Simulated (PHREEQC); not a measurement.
K2CO3 is added in steps, without added water, to 1 kg of water holding 0.0013 mol/kgw KF and 0.01 mol/kgw K2SO4, at 26 °C. Oxygen is held at 0.21 atm. No CO2 enters from the air. Precipitation was switched off in this run.

Base run: PHREEQC, ion-association model, wateq4f.dat. Each further column changes one thing. The table gives HCO3- (mol/kgw).

```csv
K2CO3 added (mol),base,all activity coefficients set to 1,database phreeqc.dat,Davies equation for every ion,metal-ligand complexes left out
0,0,0,0,0,0
0.0043,0.000756,0.000878,0.000760,0.000744,0.000755
0.0086,0.00108,0.00128,0.00109,0.00106,0.00108
0.01075,0.00121,0.00145,0.00122,0.00119,0.00121
0.01505,0.00143,0.00173,0.00144,0.00140,0.00143
0.01935,0.00162,0.00198,0.00163,0.00158,0.00162
0.02365,0.00178,0.00220,0.00179,0.00174,0.00178
0.02795,0.00193,0.00240,0.00194,0.00188,0.00193
0.03225,0.00206,0.00258,0.00207,0.00201,0.00206
0.0344,0.00213,0.00267,0.00214,0.00207,0.00212
0.0387,0.00224,0.00284,0.00226,0.00218,0.00224
0.043,0.00236,0.00300,0.00237,0.00229,0.00235
```

 phreeqc.dat and wateq4f.dat share most of their constants, so their agreement is no independent check.
